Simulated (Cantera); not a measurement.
**Ignition delay**

Mixture: 22.8 % CO, 12.5 % H2, 13.6 % O2, 51.1 % N2, at 7500 Torr, adiabatic and at constant volume. Ignition delay is the time to a rise of 400 K.

Detailed kinetics in Cantera: GRI-Mech 3.0 (53 species, 325 reactions). The hydrogen kinetics of GRI-Mech 3.0 are dated; newer H2 mechanisms differ, most at raised pressure. Where the delays flatten at high temperature, the 400 K rule measures the pace of heat release, not the induction time.

```tsv
T0 (K)	delay (ms)
1175	0.0432
1250	0.0105
1325	0.00481
1400	0.00300
1475	0.00214
1550	0.00165
1625	0.00134
1700	0.00113
1775	0.000987
```
